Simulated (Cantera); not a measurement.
An isothermal, constant-pressure homogeneous reactor starts with 1.23 % CO, 3.70 % O₂, 0.161 % H₂O, 94.9 % N₂, equivalence ratio 0.17, at 1325 K and 0.220 bar.

Model: GRI-Mech 3.0 (53 species, 325 reactions), integrated in Cantera.

x: mole fraction; the columns are a selection and need not sum to one.

```csv
t (s),x CO,x O₂,x H₂O,x CO₂,x N₂O
1.00e-5,0.0123,0.0370,0.00161,2.98e-10,<1e-12
3.16e-5,0.0123,0.0370,0.00161,9.42e-10,<1e-12
0.000100,0.0123,0.0370,0.00161,2.99e-9,<1e-12
0.000316,0.0123,0.0370,0.00161,9.71e-9,<1e-12
0.00100,0.0123,0.0370,0.00161,3.78e-8,<1e-12
0.00316,0.0123,0.0370,0.00161,4.73e-7,1.29e-11
0.0100,0.0118,0.0366,0.00157,0.000498,…
0.0316,0.00146,0.0310,0.00137,0.0109,…
0.100,0.000113,0.0310,0.00159,0.0123,…
0.316,1.05e-5,0.0310,0.00161,0.0124,…
1.00,1.05e-6,0.0310,0.00162,0.0124,…
3.16,1.46e-7,0.0310,0.00162,0.0124,…
10.0,4.56e-8,0.0310,0.00162,0.0124,…
31.6,3.78e-8,0.0310,0.00162,0.0124,6.68e-9
100,3.78e-8,0.0310,0.00162,0.0124,6.67e-9
```

Q: Some entries are withheld; supply them.

A: 
- 0.0100, x N₂O: 1.58e-8
- 0.0316, x N₂O: 2.09e-7
- 0.100, x N₂O: 3.25e-7
- 0.316, x N₂O: 3.57e-7
- 1.00, x N₂O: 2.71e-7
- 3.16, x N₂O: 9.35e-8
- 10.0, x N₂O: 1.00e-8
